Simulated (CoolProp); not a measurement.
A single-stage vapour-compression cycle with the fluid: evaporating at 328.15 K (dew point), condensing at 381.15 K (bubble point), superheat 10 K, subcooling 2 K, compressor efficiency 0.85, no pressure losses. The same conditions are run with several fluids, on thermodynamics alone (safety and materials aside).

The numbers come from the reference Helmholtz-energy equation of state of each fluid (isobutene: Lemmon 2005; R1336mzz(Z): McLinden 2020; n-pentane: Thol 2019; water: Wagner 2002; R1224YDZ: Akasaka 2023; R114: Platzer 1990) in CoolProp. The equations of Platzer and Polt are older, rougher fits.

```
fluid        cooling COP  pressure ratio  discharge temperature (K)  refrigerating effect (kJ/kg)  volumetric capacity (kJ/m³)
-----------  -----------  --------------  -------------------------  ----------------------------  ---------------------------
isobutene           3.60               ?                      388.6                           199                         3180
R1336mzz(Z)         3.76            4.04                      381.2                          94.7                         1260
n-pentane              ?            3.81                      381.2                             ?                         1150
water               4.24            8.50                      601.9                          2180                          221
R1224YDZ            3.69            3.59                      383.4                          91.3                         2050
R114                3.45            3.26                      382.2                             ?                            ?
```

Question: Fill in the missing entries.

Answer: 
- isobutene, pressure ratio: 3.07
- n-pentane, cooling COP: 3.98
- n-pentane, refrigerating effect (kJ/kg): 227
- R114, refrigerating effect (kJ/kg): 66.0
- R114, volumetric capacity (kJ/m³): 2320

The compression ends wet for: R1336mzz(Z); n-pentane.
